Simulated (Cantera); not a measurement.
Charge: 1 mol Al2O3, 270 mol H2, 0.041 mol H2O, equilibrated at 1425 K and 0.900 bar.

These are equilibrium values from Cantera (NASA tables, ideal gas, pure condensed phases), not measurements of a reactor. Candidate condensed phases: Al, Al2O3, H2O; 19 gas species. The numbers say what is thermodynamically allowed, not how fast it happens.

Question: What is the equilibrium state?

Answer: 
```
Property                              Value
--------------------------------  ---------
x(H2)                                 1.000
x(H2O)                             0.000152
x(H)                                7.19e-6
n(Al2O3(s))                        1.00 mol
gas amount                        270.0 mol
log10 activity of Al(l) (absent)      -7.38
```
